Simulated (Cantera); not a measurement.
What does this Cantera script print?

```python
import numpy as np
import cantera as ct

gas_names = [...]  # 151 gases of nasa_gas.yaml made of C, H, N, O, Si
cond_names = """
    C(gr) C6H6(L) C7H8(L) C8H18(L),n-octa H2O(s) H2O(L) Si(cr) Si(L) SiC(b) SiO2(Lqz) SiO2(hqz) SiO2(L)
    Si2N2O(s) Si3N4(a)
""".split()


# ... load() reads the species with a 1 bar reference pressure and builds the phases ...
atoms = {
    'TEOS': {'Si': 1, 'C': 8, 'H': 20, 'O': 4},
    'NO': {'N': 1, 'O': 1},
    'N2': {'N': 2},
}
top_T = {'C(gr)': 4500, 'SiC(b)': 3050, 'Si2N2O(s)': 2100, 'Si3N4(a)': 2400}  # K; cautious upper limits of use, not melting points


# ... equilibrate(T, P, feed) seeds the gas with the atoms and calls Mixture.equilibrate('TP', solver="vcs", rtol=1e-11, max_steps=5000) ...
results = []
feed = {'TEOS': 1, 'NO': 2.2, 'N2': 16}  # mol
T = 1598  # K
P = 1000  # Pa
mix = equilibrate(T, P, feed)
results.append((T, P, feed, dict(zip(mix.species_names, mix.species_moles))))
x = sorted(zip(gas.X, gas.species_names), reverse=True)
print(f"T = {T:g} K  P = {P:g} Pa  gas = {mix.phase_moles(0):.4g} mol")
print("   x: " + "  ".join(f"{s} {v:.3e}" for v, s in x if v > 1e-06))
print("   condensed (mol): " + ("  ".join(f"{mix.phase(i).name} {mix.phase_moles(i):.4g}"
      for i in range(1, mix.n_phases) if mix.phase_moles(i) > 1e-12) or "none"))
```

Output:

```
T = 1598 K  P = 1000 Pa  gas = 33.3 mol
   x: N2 5.130e-01  H2 2.997e-01  CO 1.856e-01  HCN 7.927e-04  SiO 5.344e-04  H 2.914e-04  HNC 1.803e-05  C2H2,acetylene 8.073e-06  CH4 1.479e-06
   condensed (mol): C(gr) 0.808  SiC(b) 0.9822
```

Cantera equilibrium calculation (NASA polynomials, part measured and part estimated; ideal gas, pure solids and liquids). The feed counts by its element totals alone.
